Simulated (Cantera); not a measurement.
An isothermal, constant-pressure homogeneous reactor starts with C2H4 : H2 = 1 : 82 (molar parts), at 1275 K and 100.0 Torr.

Detailed kinetics in Cantera: GRI-Mech 3.0 (53 species, 325 reactions). GRI-Mech 3.0 was tuned for natural gas; its chemistry of ethylene as a main component is partial and can be far from experiment. GRI-Mech 3.0 stops at C3 and has no aromatics, soot or wall deposition, so with more carbon than oxygen in the feed, carbon stays in small species such as C2H2 where larger ones or solid carbon would form.

x: mole fraction; the columns are a selection and need not sum to one.

```json
[
 {"t (s)": "7.00e-5", "x C2H4": "0.0120", "x H2": "0.988", "x H": "5.74e-11", "x C2H6": "5.37e-12", "x CH2": "<1e-12"},
 {"t (s)": "0.000472", "x C2H4": "0.0120", "x H2": "0.988", "x H": "4.11e-10", "x C2H6": "7.91e-11", "x CH2": "<1e-12"},
 {"t (s)": "0.00318", "x C2H4": "0.0120", "x H2": "0.988", "x H": "[?]", "x C2H6": "2.23e-9", "x CH2": "<1e-12"},
 {"t (s)": "0.0215", "x C2H4": "0.0120", "x H2": "0.988", "x H": "[?]", "x C2H6": "1.01e-7", "x CH2": "<1e-12"},
 {"t (s)": "0.145", "x C2H4": "0.0114", "x H2": "0.988", "x H": "[?]", "x C2H6": "6.28e-5", "x CH2": "1.16e-12"},
 {"t (s)": "0.977", "x C2H4": "0.00416", "x H2": "0.987", "x H": "[?]", "x C2H6": "3.14e-5", "x CH2": "4.29e-12"},
 {"t (s)": "6.59", "x C2H4": "0.00298", "x H2": "0.985", "x H": "[?]", "x C2H6": "2.23e-5", "x CH2": "7.02e-12"},
 {"t (s)": "44.5", "x C2H4": "0.00146", "x H2": "0.980", "x H": "[?]", "x C2H6": "1.06e-5", "x CH2": "5.00e-12"},
 {"t (s)": "300", "x C2H4": "0.000204", "x H2": "0.976", "x H": "[?]", "x C2H6": "1.47e-6", "x CH2": "1.46e-12"}
]
```

Question: What belongs in the gaps?

Answer: 
- 0.00318, x H: 2.81e-9
- 0.0215, x H: 2.41e-8
- 0.145, x H: 9.82e-6
- 0.977, x H: 1.32e-5
- 6.59, x H: 9.73e-6
- 44.5, x H: 5.19e-6
- 300, x H: 2.30e-6
